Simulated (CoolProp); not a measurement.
Saturation properties of methane (Tc = 190.6 K, pc = 4.599 MPa, ω = 0.011).

Model: reference Helmholtz-energy equation of state, Setzmann 1991, in CoolProp.

| T (K) | p (MPa) | liquid viscosity (µPa s) | vapour viscosity (µPa s) | liquid conductivity (mW/(m K)) |
|---|---|---|---|---|
| 133.2 | 0.4430 | 76.7 | 5.12 | 153 |
| 135.1 | 0.4931 | 74.1 | 5.20 | 151 |
| 137.1 | 0.5501 | 71.6 | 5.29 | 148 |
| 139 | 0.6086 | 69.3 | 5.37 | 145 |
| 140.9 | 0.6715 | 67.1 | 5.45 | 142 |
| 142.9 | 0.7427 | 64.8 | 5.54 | 139 |
| 144.8 | 0.8153 | 62.7 | 5.63 | 137 |
| 146.7 | 0.8928 | 60.7 | 5.72 | 134 |
| 148.7 | 0.9801 | 58.7 | 5.82 | 131 |
| 150.6 | 1.068 | 56.8 | 5.92 | 128 |
| 152.5 | 1.162 | 54.9 | 6.02 | 126 |
| 154.5 | 1.268 | 53.1 | 6.13 | 123 |
| 156.4 | 1.374 | 51.3 | 6.25 | 120 |
| 158.3 | 1.486 | 49.6 | 6.37 | 117 |
| 160.3 | 1.611 | 47.8 | 6.50 | 115 |

It boils at 111.7 K under 1 atm.

Viscosity comes from a separate model (Quiñones-Cisneros 2006). Thermal conductivity comes from a separate model (Friend 1989).
